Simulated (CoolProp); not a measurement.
R113 along the isotherm 500 K: density (kg/m³) from the reference equation and from simpler models built on Tc = 487.2 K, pc = 3.392 MPa, ω = 0.253; each cubic takes its own stable root.

Model: reference Helmholtz-energy equation of state, Marx 1992, in CoolProp.

```csv
p (MPa),phase,reference,ideal gas,van der Waals,Redlich-Kwong,Soave-Redlich-Kwong,Peng-Robinson
0.463,gas,21.81,20.87,21.72,21.84,21.82,21.94
0.925,gas,45.78,41.69,45.39,45.88,45.82,46.32
1.39,gas,72.79,62.65,71.80,73.01,72.83,74.08
1.85,gas,103.4,83.38,101.4,103.8,103.4,105.8
2.31,gas,139.5,104.1,136.1,140.1,139.2,143.6
2.78,gas,185.6,125.3,180.1,186.6,184.6,192.0
3.24,gas,247.8,146.0,240.8,249.7,244.7,256.9
3.7,supercritical,356.7,166.8,381.5,366.8,345.2,366.5
4.16,supercritical,646.2,187.5,553.8,593.0,548.1,589.3
4.63,supercritical,795.3,208.7,604.5,682.5,655.7,715.1
5.09,supercritical,854.6,229.4,636.0,733.7,713.0,781.9
```
